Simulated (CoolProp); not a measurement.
Saturation properties of hydrogen chloride.

The numbers come from the reference Helmholtz-energy equation of state, Thol 2018 in CoolProp.

```csv
T (K),p (MPa),vapour density (kg/m³),enthalpy of vaporisation (kJ/kg)
229,0.6584,14.05,393.0
235.7,0.8380,17.72,382.9
242.4,1.052,22.12,372.2
249.1,1.304,27.36,360.7
255.8,1.599,33.58,348.4
262.5,1.940,40.97,[?]
269.2,2.332,49.76,320.7
275.9,[?],[?],[?]
282.6,3.289,72.88,[?]
289.3,3.864,88.26,267.9
```

Problem. What belongs in the gaps?

Solution. 
- 262.5, enthalpy of vaporisation (kJ/kg): 335.1
- 275.9, p (MPa): 2.780
- 275.9, vapour density (kg/m³): 60.25
- 275.9, enthalpy of vaporisation (kJ/kg): 304.9
- 282.6, enthalpy of vaporisation (kJ/kg): 287.4

It boils at 188.2 K under 1 atm.
